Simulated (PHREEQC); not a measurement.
# Alkaline etch or developer: an equilibrium model

Solution (90 °C): 1.2 mol/kgw KOH, 8.5e-05 mol/kgw Na2SiO3 and 0.0073 mol/kgw (CH3)4NCl. Closed to the air; pH follows from the charge balance.

Equilibrium calculation in PHREEQC: ion-association model, phreeqc.dat.

Precipitation was switched off in this run.

### Question
Predict the pH, density, activity of water.

### Answer
pH 12.22; density 1.020 g/cm³; activity of water 0.959.

### Question
In which forms is Si present?

### Answer
H2SiO4-2 89 %, H3SiO4- 11 % of the Si.

The ionic strength is past about 0.7 mol/kgw, beyond the range of this activity model, so the values are rough. (CH3)4N+ isn't in the database: it is added as a free cation with an ion size of 4 Å. At this temperature some constants are extrapolated from 25 °C, and those without enthalpy data are left unchanged.
